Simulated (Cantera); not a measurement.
A Cantera script and its output.

```python
import numpy as np
import cantera as ct

gas = ct.Solution("gri30.yaml")
gas.TPX = 1225, 500000, {'CH4': 1, 'O2': 3.85, 'N2': 14.5}
reactor = ct.IdealGasReactor(gas, energy="on", clone=False)
net = ct.ReactorNet([reactor])
net.rtol, net.atol = 1e-08, 1e-16
show = ['CH4', 'O2', 'C2H6', 'HO2', 'C2H2', 'CH2']
times = np.geomspace(7e-06, 3, 13)

steps = ct.SolutionArray(gas, extra=["t"])
rows = []
print(f"{'t/s':>10s}{'T/K':>9s}{'P/Pa':>11s}" + "".join(f"{s:>11s}" for s in show))
for t in times:
    while net.time < t:
        t_next = net.step()
        steps.append(gas.state, t=t_next)
    rows.append([np.interp(t, steps.t, y) for y in (steps.T, steps.P, *steps(*show).X.T)])
    print(f"{t:10.3e}{rows[-1][0]:9.1f}{rows[-1][1]:11.4g}" + "".join(f"{x:11.3e}" for x in rows[-1][2:]))
rate = np.gradient(steps.T, steps.t)
print("integrator steps:", len(steps.t))
if steps.T.max() > steps.T[0] + 200:
    print(f"time of steepest temperature rise: {steps.t[rate.argmax()]:.4e} s")
gas.TPX = 1225, 500000, {'CH4': 1, 'O2': 3.85, 'N2': 14.5}
gas.equilibrate("UV")
print(f"equilibrium (UV): T = {gas.T:.1f} K  " + "  ".join(f"{s} {gas[s].X[0]:.3e}" for s in show))
```

Result:

```
       t/s      T/K       P/Pa        CH4         O2       C2H6        HO2       C2H2        CH2
 7.000e-06   1225.0      5e+05  5.168e-02  1.990e-01  6.316e-13  2.614e-08  8.053e-22  1.306e-17
 2.063e-05   1225.0      5e+05  5.168e-02  1.990e-01  1.713e-11  7.609e-08  7.727e-20  1.246e-16
 6.078e-05   1225.0      5e+05  5.168e-02  1.990e-01  5.367e-10  2.160e-07  7.900e-18  1.535e-15
 1.791e-04   1225.0      5e+05  5.168e-02  1.990e-01  2.561e-08  5.655e-07  1.385e-15  3.094e-14
 5.278e-04   1225.1      5e+05  5.166e-02  1.990e-01  1.898e-06  1.111e-06  7.612e-13  7.454e-13
 1.555e-03   1226.1  5.005e+05  5.150e-02  1.988e-01  3.070e-05  2.561e-06  1.262e-10  3.186e-12
 4.583e-03   1252.4  5.114e+05  4.830e-02  1.962e-01  5.200e-04  3.013e-05  1.274e-07  3.247e-10
 1.350e-02   2492.9  1.021e+06  1.101e-18  8.776e-02  8.259e-35  1.297e-05  4.471e-23  2.720e-18
 3.979e-02   2490.3   1.02e+06  1.069e-18  8.721e-02  7.828e-35  1.282e-05  4.234e-23  2.600e-18
 1.173e-01   2490.3   1.02e+06  1.069e-18  8.721e-02  7.827e-35  1.282e-05  4.234e-23  2.600e-18
 3.455e-01   2490.3   1.02e+06  1.069e-18  8.721e-02  7.827e-35  1.282e-05  4.234e-23  2.600e-18
 1.018e+00   2490.3   1.02e+06  1.069e-18  8.721e-02  7.827e-35  1.282e-05  4.234e-23  2.600e-18
 3.000e+00   2490.3   1.02e+06  1.069e-18  8.721e-02  7.827e-35  1.282e-05  4.234e-23  2.600e-18
integrator steps: 2107
time of steepest temperature rise: 5.1188e-03 s
equilibrium (UV): T = 2490.3 K  CH4 1.571e-18  O2 8.721e-02  C2H6 1.351e-34  HO2 1.282e-05  C2H2 4.936e-23  CH2 4.369e-18
```

Cantera simulation using GRI-Mech 3.0 (53 species, 325 reactions); the numbers are that mechanism's predictions, not measurements.
